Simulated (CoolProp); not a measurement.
Diethyl ether along the isotherm 511 K: fugacity coefficient from the reference equation and from simpler models built on Tc = 467.9 K, pc = 37.17 bar, ω = 0.282; each cubic takes its own stable root.

Computed with CoolProp (reference Helmholtz-energy equation of state, Thol 2014).

```tsv
p (bar)	phase	reference
11.6	gas	0.9235
23.2	gas	0.8481
34.8	gas	0.7735
46.5	supercritical	0.6995
58.1	supercritical	0.6286
69.7	supercritical	0.5651
81.3	supercritical	0.5144
92.9	supercritical	0.4750
```

Question: How far does each simpler model (van der Waals, Redlich-Kwong, Soave-Redlich-Kwong, Peng-Robinson) lie from the reference over these 8 states: mean and median of the absolute difference, and the worst?

Answer: 
- van der Waals: mean 0.7 %, median 0.6 %, worst +1.7 % at 511 K and 92.9 bar
- Redlich-Kwong: mean 1.0 %, median 1.0 %, worst -1.7 % at 511 K and 58.1 bar
- Soave-Redlich-Kwong: mean 2.2 %, median 1.8 %, worst +5.6 % at 511 K and 92.9 bar
- Peng-Robinson: mean 1.7 %, median 1.8 %, worst -2.6 % at 511 K and 46.5 bar
